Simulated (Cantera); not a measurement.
# PbO + CO + H2 (iron carbonyl, mercury and lead vapours)

Input: 1 mol PbO, 7.9 mol CO, 11 mol H2, equilibrated at 0.0330 bar.

Equilibrium computed with Cantera from the NASA thermochemical tables; the gas is ideal and each condensed phase is pure. Candidate condensed phases: C, C6H6, C7H8, C8H18, H2O, Pb, PbO, PbO2, Pb3O4; 113 gas species. The numbers say what is thermodynamically allowed, not how fast it happens.

```json
[
 {"T (°C)": "552", "x H2": "0.567", "x CO": "0.261", "x CO2": "0.101", "x H2O": "0.0616", "x Pb": "4.35e-6", "x CH4": "0.00960", "n C(graphite)": "1.60", "n Pb(l)": "1.000"},
 {"T (°C)": "627", "x H2": "0.558", "x CO": "0.383", "x CO2": "0.0341", "x H2O": "0.0216", "x Pb": "4.15e-5", "x CH4": "0.00255", "n C(graphite)": "0", "n Pb(l)": "0.999"},
 {"T (°C)": "702", "x H2": "0.557", "x CO": "0.390", "x CO2": "0.0281", "x H2O": "0.0251", "x Pb": "0.000278", "x CH4": "0.000220", "n C(graphite)": "0", "n Pb(l)": "0.995"},
 {"T (°C)": "777", "x H2": "0.552", "x CO": "0.393", "x CO2": "0.0241", "x H2O": "0.0288", "x Pb": "0.00141", "x CH4": "2.61e-5", "n C(graphite)": "0", "n Pb(l)": "0.973"},
 {"T (°C)": "852", "x H2": "0.547", "x CO": "0.395", "x CO2": "0.0208", "x H2O": "0.0318", "x Pb": "0.00573", "x CH4": "4.11e-6", "n C(graphite)": "0", "n Pb(l)": "0.891"},
 {"T (°C)": "927", "x H2": "0.537", "x CO": "0.392", "x CO2": "0.0180", "x H2O": "0.0339", "x Pb": "0.0195", "x CH4": "7.99e-7", "n C(graphite)": "0", "n Pb(l)": "0.624"},
 {"T (°C)": "1002", "x H2": "0.518", "x CO": "0.382", "x CO2": "0.0154", "x H2O": "0.0348", "x Pb": "0.0502", "x CH4": "1.79e-7", "n C(graphite)": "0", "n Pb(l)": "0"},
 {"T (°C)": "1077", "x H2": "0.516", "x CO": "0.383", "x CO2": "0.0138", "x H2O": "0.0365", "x Pb": "0.0502", "x CH4": "5.20e-8", "n C(graphite)": "0", "n Pb(l)": "0"}
]
```
x: gas mole fraction; n: condensed amount in mol.

At 552 °C the condensed part is C(graphite) + Pb(l). From 627 °C to 927 °C the condensed part is Pb(l). From 1002 °C to 1077 °C nothing is condensed. The main Pb-bearing gas is Pb throughout.
